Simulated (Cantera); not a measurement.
Input: 1 mol Si, 21 mol HCl, 2.6 mol F2, at 275 °C and 750 Torr.

Method: chemical equilibrium by Gibbs-energy minimisation in Cantera with the NASA 1993 tables (ideal gas, pure condensed phases). Candidate condensed phases: Si; 37 gas species. The numbers say what is thermodynamically allowed, not how fast it happens.

Base state: HCl 0.876, HF 0.0531, SiF4 0.0442, Cl2 0.0265 (mole fractions); condensed: gas only.

**Question.** What changes in the equilibrium state with this change: F2 from 2.6 to 1.5 mol?

**Answer.** 
```csv
species,before,after
HCl,0.876,0.930
SiF4,0.0442,0.0349
H2,<1e-9,0.0233
HF,0.0531,3.56e-6
Cl2,0.0265,<1e-9
SiCl4,<1e-9,0.0116
```
